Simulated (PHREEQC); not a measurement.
Solution (3 °C): 1.4 mmol/kgw KCl, 5.7 mmol/kgw HBr, 1.1 mmol/kgw NaI and 12 mmol/kgw ZnBr2. Closed to the air; pH follows from the charge balance.

The numbers come from PHREEQC with the ion-association model, wateq4f.dat.

Precipitation was switched off in this run.

Problem. Estimate the pH.

Solution. pH 2.31.

Away from 25 °C the constants follow the database's enthalpies or fits; those with neither stay at their 25 °C values.
